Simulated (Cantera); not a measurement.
Gas mixture: N2 : O2 = 0.66 : 0.33 (molar parts), at 5.03 Torr, frozen composition.

Cantera's kinetic-theory transport with the Lennard-Jones parameters of GRI-Mech 3.0, ideal gas; thermal conductivity in the multicomponent form.

D: mixture-averaged diffusion coefficient of that species in the mixture.

| T (K) | ρ (kg/m³) | cp (J/kg/K) | μ (µPa s) | λ (mW/m/K) | Pr | D (cm²/s) H2O | D (cm²/s) H | D (cm²/s) CO2 |
|---|---|---|---|---|---|---|---|---|
| 400 | 0.00591 | 1008 | 23.4 | 33.2 | 0.711 | 60.1 | ? | 40.2 |
| 650 | 0.00364 | 1060 | 32.8 | 49.1 | 0.708 | 148 | ? | 94.3 |
| 900 | 0.00263 | 1120 | 40.7 | 64.5 | 0.708 | 264 | ? | 164 |
| 1150 | 0.00206 | 1164 | 47.8 | 78.6 | 0.708 | 403 | ? | 249 |
| 1400 | 0.00169 | 1196 | 54.3 | 91.8 | 0.707 | 565 | ? | 346 |
| 1650 | 0.00143 | 1221 | 60.4 | 104 | 0.707 | 746 | ? | 455 |
| 1900 | 0.00124 | 1240 | 66.2 | 116 | 0.707 | 947 | ? | 575 |

Q: What belongs in the gaps?

A: 
- 400, D (cm²/s) H: 312
- 650, D (cm²/s) H: 720
- 900, D (cm²/s) H: 1250
- 1150, D (cm²/s) H: 1880
- 1400, D (cm²/s) H: 2610
- 1650, D (cm²/s) H: 3430
- 1900, D (cm²/s) H: 4340
